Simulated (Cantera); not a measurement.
Feed: 1 mol Si, 0.48 mol H2O, 1.5 mol H2, equilibrated at 9.40 Pa.

Cantera equilibrium calculation (NASA polynomials, part measured and part estimated; ideal gas, pure solids and liquids). Candidate condensed phases: H2O, Si, SiO2; 18 gas species. Mutual solubility and eutectic melting of coexisting phases are not modelled. The tables hold silica as quartz up to 1696 K and as liquid above; real silica turns to tridymite and cristobalite and melts near 1996 K. The numbers say what is thermodynamically allowed, not how fast it happens.

x: gas mole fraction; n: condensed amount in mol.

| T (°C) | x H2 | x SiO | x H | x Si | x H2O | x SiH | n Si(s) | n SiO2(β-quartz) |
|---|---|---|---|---|---|---|---|---|
| 702 | 1.000 | 1.90e-6 | [?] | <1e-12 | 5.18e-10 | <1e-12 | 0.760 | 0.240 |
| 752 | 1.000 | 1.53e-5 | [?] | 7.01e-12 | 1.78e-9 | 3.78e-12 | 0.760 | 0.240 |
| 802 | 1.000 | 0.000102 | [?] | 8.07e-11 | 5.41e-9 | 2.86e-11 | 0.760 | 0.240 |
| 852 | 0.999 | 0.000568 | [?] | 7.45e-10 | 1.49e-8 | 1.81e-10 | 0.759 | 0.239 |
| 902 | 0.997 | 0.00273 | [?] | 5.69e-9 | 3.75e-8 | 9.74e-10 | 0.757 | 0.237 |
| 952 | 0.988 | 0.0115 | [?] | 3.68e-8 | 8.68e-8 | 4.55e-9 | 0.748 | 0.228 |
| 1002 | 0.956 | 0.0434 | [?] | 2.05e-7 | 1.83e-7 | 1.86e-8 | 0.715 | 0.195 |
| 1052 | 0.852 | 0.147 | [?] | 1.00e-6 | 3.35e-7 | 6.52e-8 | 0.589 | 0.0687 |
| 1102 | 0.805 | 0.195 | [?] | 4.37e-6 | 2.63e-7 | 2.14e-7 | 0.520 | 0 |

### Question
Fill in the missing entries.

### Answer

- 702, x H: 1.18e-7
- 752, x H: 4.49e-7
- 802, x H: 1.51e-6
- 852, x H: 4.58e-6
- 902, x H: 1.26e-5
- 952, x H: 3.20e-5
- 1002, x H: 7.44e-5
- 1052, x H: 0.000156
- 1102, x H: 0.000317
